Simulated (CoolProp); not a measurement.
Values from CoolProp's reference Helmholtz-energy equation of state, Marx 1992.

**Question.** For R113, give the phase and the density (kg/m³), cv (kJ/(kg K)), expansivity (1/kK) at 89.65 °C and 2.94 MPa; 135.35 °C and 2.94 MPa; 226.85 °C and 2.94 MPa.

**Answer.** 
- 89.65 °C and 2.94 MPa: liquid; density 1410, cv 0.723, expansivity 1.89
- 135.35 °C and 2.94 MPa: liquid; density 1280, cv 0.758, expansivity 2.59
- 226.85 °C and 2.94 MPa: gas; density 205, cv 0.811, expansivity 8.59
